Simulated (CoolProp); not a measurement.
Values from CoolProp's reference Helmholtz-energy equation of state, Thol 2017.

Q: Give the vapour pressure (kPa), vapour density (kg/m³), enthalpy of vaporisation (kJ/kg), surface tension (mN/m) of saturated octamethyltrisiloxane (MDM) at 388.2 K.

A: 
```
T (K)  p (kPa)  vapour density (kg/m³)  enthalpy of vaporisation (kJ/kg)  surface tension (mN/m)
-----  -------  ----------------------  --------------------------------  ----------------------
388.2     33.7                    2.55                               169                    9.05
```

Surface tension comes from a separate correlation (Mulero 2014), older than this fluid's equation and unchecked against measurements.
